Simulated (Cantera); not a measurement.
Cantera run, input and output.

```python
import numpy as np
import cantera as ct

gas = ct.Solution("gri30.yaml", transport_model="multicomponent")
show = ['H2', 'CH4', 'N2']

rows = []
print(f"{'T/K':>7s}{'rho':>11s}{'cp':>10s}{'mu':>11s}{'lambda':>11s}{'Pr':>7s}" + "".join(f"{'D_' + s:>11s}" for s in show))
for T in [400, 600, 800, 1000, 1200, 1400, 1600, 1800]:
    gas.TPX = T, 100000, {'N2': 0.27, 'O2': 0.7}
    Pr = gas.cp_mass * gas.viscosity / gas.thermal_conductivity
    D = [gas.mix_diff_coeffs_mole[gas.species_index(s)] for s in show]
    rows.append([gas.density, gas.cp_mass, gas.viscosity, gas.thermal_conductivity, Pr, *D])
    print(f"{T:7g}{gas.density:11.4e}{gas.cp_mass:10.1f}{gas.viscosity:11.4e}"
          f"{gas.thermal_conductivity:11.4e}{Pr:7.3f}" + "".join(f"{d:11.4e}" for d in D))
print("SI units: kg/m3, J/kg/K, Pa s, W/m/K, m2/s")
```

It prints:

```
    T/K        rho        cp         mu     lambda     Pr       D_H2      D_CH4       D_N2
    400 9.2877e-01     967.9 2.4720e-05 3.3603e-02  0.712 1.3204e-04 3.8081e-05 3.4992e-05
    600 6.1918e-01    1020.7 3.2832e-05 4.7191e-02  0.710 2.6067e-04 7.6759e-05 7.0017e-05
    800 4.6439e-01    1071.4 3.9826e-05 6.0143e-02  0.709 4.2083e-04 1.2503e-04 1.1367e-04
   1000 3.7151e-01    1110.2 4.6133e-05 7.2236e-02  0.709 6.0950e-04 1.8189e-04 1.6508e-04
   1200 3.0959e-01    1136.6 5.1963e-05 8.3361e-02  0.709 8.2454e-04 2.4668e-04 2.2366e-04
   1400 2.6536e-01    1158.5 5.7437e-05 9.3964e-02  0.708 1.0644e-03 3.1889e-04 2.8896e-04
   1600 2.3219e-01    1177.0 6.2628e-05 1.0413e-01  0.708 1.3277e-03 3.9815e-04 3.6064e-04
   1800 2.0639e-01    1193.0 6.7588e-05 1.1394e-01  0.708 1.6135e-03 4.8412e-04 4.3841e-04
SI units: kg/m3, J/kg/K, Pa s, W/m/K, m2/s
```

Model: GRI-Mech 3.0 (53 species, 325 reactions), integrated in Cantera.
